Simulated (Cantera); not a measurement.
Charge: 1 mol Si, 1 mol HF, 6.8 mol N2, 3.5 mol NF3, held at 1673 K and 1.00 bar.

Equilibrium computed with Cantera from the NASA thermochemical tables; the gas is ideal and each condensed phase is pure. Kinetics and transport are ignored.

```json
[
 {"species": "N2", "before": "0.504", "after": "0.564"},
 {"species": "F", "before": "0.374", "after": "0.179"},
 {"species": "F2", "before": "0.00469", "after": "0.124"},
 {"species": "SiF4", "before": "0.0589", "after": "0.0661"},
 {"species": "HF", "before": "0.0589", "after": "0.0661"},
 {"species": "NF3", "before": "2.03e-7", "after": "0.00104"}
]
```
Gas species are given as mole fractions.

Q: Name the change that produced these shifts.
(A) NF3 from 3.5 to 5 mol
(B) NF3 from 3.5 to 5.3 mol
(C) temperature from 1673 K to 1348.15 K
(D) temperature from 1673 K to 1198 K

A: D, temperature from 1673 K to 1198 K
